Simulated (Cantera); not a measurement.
A freely propagating, adiabatic, planar premixed flame of CH4 : C2H6 : O2 : N2 = 1 : 0.11 : 2.46 : 9.24 (molar parts), equivalence ratio 0.97, unburnt at 525 K and 0.200 bar; mixture-averaged transport, grid criteria slope 0.08 and curve 0.16, no radiation.

Computed with Cantera and GRI-Mech 3.0 (53 species, 325 reactions). Burning velocities carry a grid error of a few per cent, more on coarse grids.

Q: How do the results move with these cheaper or finer settings: unity-Lewis-number transport; multicomponent transport; multicomponent+Soret transport; grid criteria slope 0.5, curve 1; grid criteria slope 0.25, curve 0.5; grid criteria slope 0.03, curve 0.06?

A: 
```json
[
 {"setting": "as above", "laminar burning velocity": "135 cm/s", "thermal thickness": "1.41 mm", "peak x(CH2)": "6.24e-5", "peak x(O)": "0.00697", "grid points": "150"},
 {"setting": "unity-Lewis-number transport", "laminar burning velocity": "92.2 cm/s", "thermal thickness": "1.66 mm", "peak x(CH2)": "4.86e-5", "peak x(O)": "0.00781", "grid points": "142"},
 {"setting": "multicomponent transport", "laminar burning velocity": "135 cm/s", "thermal thickness": "1.42 mm", "peak x(CH2)": "6.25e-5", "peak x(O)": "0.00697", "grid points": "150"},
 {"setting": "multicomponent+Soret transport", "laminar burning velocity": "134 cm/s", "thermal thickness": "1.42 mm", "peak x(CH2)": "6.15e-5", "peak x(O)": "0.00702", "grid points": "150"},
 {"setting": "grid criteria slope 0.5, curve 1", "laminar burning velocity": "149 cm/s", "thermal thickness": "1.57 mm", "peak x(CH2)": "5.94e-5", "peak x(O)": "0.00736", "grid points": "48"},
 {"setting": "grid criteria slope 0.25, curve 0.5", "laminar burning velocity": "141 cm/s", "thermal thickness": "1.46 mm", "peak x(CH2)": "6.19e-5", "peak x(O)": "0.00719", "grid points": "74"},
 {"setting": "grid criteria slope 0.03, curve 0.06", "laminar burning velocity": "134 cm/s", "thermal thickness": "1.39 mm", "peak x(CH2)": "6.24e-5", "peak x(O)": "0.00690", "grid points": "390"}
]
```
The base run took very roughly 2.1 core-minutes.
Unity Lewis numbers drop preferential diffusion, which matters most where H2 and H carry the flame; Soret adds thermal diffusion.
